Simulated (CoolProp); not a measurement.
A single-stage vapour-compression cycle with R125: evaporating at 233.15 K (dew point), condensing at 300.15 K (bubble point), superheat 10 K, subcooling 8 K, compressor efficiency 0.85, no pressure losses. Each further row changes one setting.

Model: reference Helmholtz-energy equation of state, Lemmon 2005, in CoolProp.

```json
[
 {"case": "as stated", "cooling COP": "2.09", "pressure ratio": "9.79", "discharge temperature (K)": "320.1", "refrigerating effect (kJ/kg)": "94.7", "volumetric capacity (kJ/m³)": "876"},
 {"case": "evaporating temperature 238.15 K", "cooling COP": "2.38", "pressure ratio": "7.85", "discharge temperature (K)": "318.7", "refrigerating effect (kJ/kg)": "(withheld)", "volumetric capacity (kJ/m³)": "(withheld)"},
 {"case": "condensing temperature 295.15 K", "cooling COP": "2.37", "pressure ratio": "8.58", "discharge temperature (K)": "(withheld)", "refrigerating effect (kJ/kg)": "101", "volumetric capacity (kJ/m³)": "937"},
 {"case": "subcooling 13 K", "cooling COP": "2.23", "pressure ratio": "9.79", "discharge temperature (K)": "320.1", "refrigerating effect (kJ/kg)": "101", "volumetric capacity (kJ/m³)": "937"},
 {"case": "superheat 20 K", "cooling COP": "2.13", "pressure ratio": "9.79", "discharge temperature (K)": "(withheld)", "refrigerating effect (kJ/kg)": "(withheld)", "volumetric capacity (kJ/m³)": "(withheld)"},
 {"case": "compressor efficiency 0.75", "cooling COP": "(withheld)", "pressure ratio": "9.79", "discharge temperature (K)": "326.2", "refrigerating effect (kJ/kg)": "94.7", "volumetric capacity (kJ/m³)": "876"}
]
```

### Question
Complete the blanks.

### Answer

- evaporating temperature 238.15 K, refrigerating effect (kJ/kg): 97.7
- evaporating temperature 238.15 K, volumetric capacity (kJ/m³): 1110
- condensing temperature 295.15 K, discharge temperature (K): 314.9
- superheat 20 K, discharge temperature (K): 330.0
- superheat 20 K, refrigerating effect (kJ/kg): 102
- superheat 20 K, volumetric capacity (kJ/m³): 900
- compressor efficiency 0.75, cooling COP: 1.84
